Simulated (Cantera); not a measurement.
**Equilibrium for carbothermic reduction: Cu2O + C + CO**

A closed system holds: 1 mol Cu2O, 2.4 mol C, 1 mol CO, equilibrated at 1575 K.

Equilibrium computed with Cantera from the NASA thermochemical tables; the gas is ideal and each condensed phase is pure. Candidate condensed phases: C, Cu, CuO, Cu2O; 15 gas species. Kinetics and transport are ignored.

```
P (Pa)    x CO      x Cu     x CO2     x Cu2  n C(graphite)  n Cu(l)
-------  -----  --------  --------  --------  -------------  -------
10       0.726     0.273   1.87e-8  0.000170           1.40     1.25
42       0.935    0.0651   1.30e-7   4.04e-5           1.40     1.86
180      0.985    0.0152   6.18e-7   9.42e-6           1.40     1.97
750      0.996   0.00364   2.63e-6   2.26e-6           1.40     1.99
3200     0.999  0.000854   1.13e-5   5.30e-7           1.40     2.00
13000    1.000  0.000210   4.60e-5   1.30e-7           1.40     2.00
56000    1.000   4.88e-5  0.000198   3.03e-8           1.40     2.00
240000   0.999   1.14e-5  0.000848   7.07e-9           1.40     2.00
1000000  0.996   2.73e-6   0.00351   1.70e-9           1.41     2.00
```
x: gas mole fraction; n: condensed amount in mol.

From 0.000100 bar to 10.0 bar the condensed part is C(graphite) + Cu(l). The main Cu-bearing gas is Cu throughout.
